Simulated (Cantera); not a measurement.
Feed: 1 mol SiHCl3, 14 mol H2, equilibrated at 1250 K and 75.0 Torr.

These are equilibrium values from Cantera (NASA tables, ideal gas, pure condensed phases), not measurements of a reactor. Candidate condensed phases: Si; 19 gas species. The tables' values for SiCl3 are old estimates; treat these amounts as uncertain. Rates play no part.

Base state: H2 0.891, HCl 0.0683, SiCl4 0.0150, SiCl2 0.0132, SiHCl3 0.00696, SiCl3 0.00525, SiH2Cl2 0.000440 (mole fractions); condensed: Si(s).

Question: What changes in the equilibrium state with this change: H2 from 14 to 5.5 mol?

Answer: 
```json
[
 {"species": "H2", "before": "0.891", "after": "0.807"},
 {"species": "HCl", "before": "0.0683", "after": "0.0881"},
 {"species": "SiCl4", "before": "0.0150", "after": "0.0507"},
 {"species": "SiCl3", "before": "0.00525", "after": "0.0131"},
 {"species": "SiHCl3", "before": "0.00696", "after": "0.0165"},
 {"species": "SiCl2", "before": "0.0132", "after": "0.0242"},
 {"species": "SiH2Cl2", "before": "0.000440", "after": "0.000732"},
 {"species": "Si(s), mol", "before": "0.363", "after": "0.265"}
]
```

Question: What changes in the equilibrium state with this change: temperature from 1250 K to 825 K?

Answer: 
| species | before | after |
|---|---|---|
| H2 | 0.891 | 0.944 |
| SiCl4 | 0.0150 | 0.0364 |
| SiHCl3 | 0.00696 | 0.0159 |
| HCl | 0.0683 | 0.00266 |
| SiCl2 | 0.0132 | 8.33e-6 |
| SiCl3 | 0.00525 | 5.86e-5 |
| SiH2Cl2 | 0.000440 | 0.000590 |
| Si(s), mol | 0.363 | 0.195 |

Question: What changes in the equilibrium state with this change: H2 from 14 to 3.8 mol?

Answer: 
| species | before | after |
|---|---|---|
| H2 | 0.891 | 0.761 |
| HCl | 0.0683 | 0.0944 |
| SiCl4 | 0.0150 | 0.0750 |
| SiCl3 | 0.00525 | 0.0176 |
| SiHCl3 | 0.00696 | 0.0215 |
| SiCl2 | 0.0132 | 0.0295 |
| SiH2Cl2 | 0.000440 | 0.000840 |
| Si(s), mol | 0.363 | 0.243 |
